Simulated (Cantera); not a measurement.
Cantera run:

```python
import numpy as np
import cantera as ct

gas_names = """
    C CN CO CO2 C2 CCN CNC C2N2 C2O C3 C3O2 C4 C4N2 C5 N NCO NO NO2 NO3 N2 N2O O O2 O3 Pb PbO Pb2
""".split()
cond_names = """
    C(gr) Pb(cr) Pb(L) PbO(rd) PbO(yw) PbO(L) PbO2(s) Pb3O4(s)
""".split()


# ... load() reads the species with a 1 bar reference pressure and builds the phases ...
atoms = {
    'PbO': {'Pb': 1, 'O': 1},
    'C': {'C': 1},
    'N2': {'N': 2},
}
top_T = {'C(gr)': 4500, 'Pb3O4(s)': 820}  # K; cautious upper limits of use, not melting points


# ... equilibrate(T, P, feed) seeds the gas with the atoms and calls Mixture.equilibrate('TP', solver="vcs", rtol=1e-11, max_steps=5000) ...
results = []
feed = {'PbO': 1, 'C': 1.8, 'N2': 0.66}  # mol
P = 13332.2  # Pa
for T in [1175, 1200, 1225, 1250, 1275, 1300, 1325]:
    mix = equilibrate(T, P, feed)
    results.append((T, P, feed, dict(zip(mix.species_names, mix.species_moles))))

top = {s: max(r[3][s] / sum(r[3][g] for g in gas_names) for r in results) for s in gas_names}
cols = sorted((s for s in top if top[s] > 1e-05), key=lambda s: -top[s])[:5]
seen = [c for c in cond_names if any(r[3].get(c, 0) > 1e-12 for r in results)]
print("log10 of partial pressures in bar; condensed amounts in mol")
print(f"{'T/K':>10s}" + "".join(f"{s[:9]:>10s}" for s in cols + seen))
for T, P, feed, n in results:
    ng = sum(n[g] for g in gas_names)
    print(f"{T:10.4g}" + "".join(f"{np.log10(max(n[s] / ng * P / 1e5, 1e-99)):10.3f}" for s in cols)
          + "".join(f"{n.get(c, 0):10.4g}" for c in seen))
```

Output:

```
log10 of partial pressures in bar; condensed amounts in mol
       T/K        CO        N2        Pb       CO2     C(gr)     Pb(L)
      1175    -1.098    -1.277    -3.361    -3.763    0.8022    0.9946
      1200    -1.098    -1.277    -3.192    -3.920    0.8015     0.992
      1225    -1.099    -1.278    -3.029    -4.071    0.8011    0.9883
      1250    -1.100    -1.280    -2.874    -4.217    0.8008    0.9832
      1275    -1.102    -1.282    -2.724    -4.358    0.8006    0.9762
      1300    -1.104    -1.284    -2.581    -4.495    0.8004    0.9667
      1325    -1.107    -1.287    -2.443    -4.628    0.8003    0.9539
```

Method: chemical equilibrium by Gibbs-energy minimisation in Cantera with the NASA 1993 tables (ideal gas, pure condensed phases).
